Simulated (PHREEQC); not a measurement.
Solution (25 °C): 2.4 mmol/kgw HF, 1.8 mmol/kgw KF, 140 mmol/kgw H2SiF6 and 31 mmol/kgw HCl. Closed to the air; pH follows from the charge balance.

Computed with PHREEQC (ion-association model, phreeqc.dat).

Problem. The ionic strength comes out as 0.447 mol/kgw. What activity coefficients do K+, F-, H+, HF2-, Cl- get?

Solution. K+ 0.65, F- 0.64, H+ 0.77, HF2- 0.73, Cl- 0.66.

This is a speciation only: nothing precipitates in the calculation. Saturation is exceeded, for instance for Quartz (slow to form), Chalcedony (slow to form); the values hold only as long as no solid forms. SiF6-2 is the database's only silicon fluoride.
